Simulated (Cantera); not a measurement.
What does this Cantera script print?

```python
import numpy as np
import cantera as ct

gas = ct.Solution("gri30.yaml")
gas.TPX = 1250, 380000, {'CO': 1, 'H2': 0.15, 'O2': 0.397, 'N2': 1.49}
reactor = ct.IdealGasReactor(gas, energy="on", clone=False)
net = ct.ReactorNet([reactor])
net.rtol, net.atol = 1e-08, 1e-16
show = ['CO', 'H2', 'O2', 'H2O2', 'NO2']
times = np.geomspace(5e-06, 4, 13)

steps = ct.SolutionArray(gas, extra=["t"])
rows = []
print(f"{'t/s':>10s}{'T/K':>9s}{'P/Pa':>11s}" + "".join(f"{s:>11s}" for s in show))
for t in times:
    while net.time < t:
        t_next = net.step()
        steps.append(gas.state, t=t_next)
    rows.append([np.interp(t, steps.t, y) for y in (steps.T, steps.P, *steps(*show).X.T)])
    print(f"{t:10.3e}{rows[-1][0]:9.1f}{rows[-1][1]:11.4g}" + "".join(f"{x:11.3e}" for x in rows[-1][2:]))
rate = np.gradient(steps.T, steps.t)
print("integrator steps:", len(steps.t))
if steps.T.max() > steps.T[0] + 200:
    print(f"time of steepest temperature rise: {steps.t[rate.argmax()]:.4e} s")
gas.TPX = 1250, 380000, {'CO': 1, 'H2': 0.15, 'O2': 0.397, 'N2': 1.49}
gas.equilibrate("UV")
print(f"equilibrium (UV): T = {gas.T:.1f} K  " + "  ".join(f"{s} {gas[s].X[0]:.3e}" for s in show))
```

Result:

```
       t/s      T/K       P/Pa         CO         H2         O2       H2O2        NO2
 5.000e-06   1250.0    3.8e+05  3.293e-01  4.939e-02  1.307e-01  9.187e-10  1.443e-20
 1.552e-05   1263.0  3.837e+05  3.285e-01  4.776e-02  1.293e-01  5.514e-06  4.512e-12
 4.817e-05   3004.8  8.256e+05  1.801e-01  5.333e-03  2.153e-02  2.891e-07  9.923e-07
 1.495e-04   3026.2  8.294e+05  1.782e-01  5.308e-03  1.790e-02  2.882e-07  3.936e-06
 4.642e-04   3018.7  8.273e+05  1.786e-01  5.363e-03  1.682e-02  2.769e-07  5.270e-06
 1.441e-03   3018.4  8.272e+05  1.786e-01  5.365e-03  1.679e-02  2.766e-07  5.307e-06
 4.472e-03   3018.4  8.272e+05  1.786e-01  5.365e-03  1.679e-02  2.766e-07  5.307e-06
 1.388e-02   3018.4  8.272e+05  1.786e-01  5.365e-03  1.679e-02  2.766e-07  5.307e-06
 4.309e-02   3018.4  8.272e+05  1.786e-01  5.365e-03  1.679e-02  2.766e-07  5.307e-06
 1.337e-01   3018.4  8.272e+05  1.786e-01  5.365e-03  1.679e-02  2.766e-07  5.307e-06
 4.152e-01   3018.4  8.272e+05  1.786e-01  5.365e-03  1.679e-02  2.766e-07  5.307e-06
 1.289e+00   3018.4  8.272e+05  1.786e-01  5.365e-03  1.679e-02  2.766e-07  5.307e-06
 4.000e+00   3018.4  8.272e+05  1.786e-01  5.365e-03  1.679e-02  2.766e-07  5.307e-06
integrator steps: 1240
time of steepest temperature rise: 2.0576e-05 s
equilibrium (UV): T = 3018.4 K  CO 1.786e-01  H2 5.365e-03  O2 1.679e-02  H2O2 2.766e-07  NO2 5.307e-06
```

Computed with Cantera and GRI-Mech 3.0 (53 species, 325 reactions). The hydrogen kinetics of GRI-Mech 3.0 are dated; newer H2 mechanisms differ, most at raised pressure. Above 3000 K some thermodynamic fits are extrapolated.
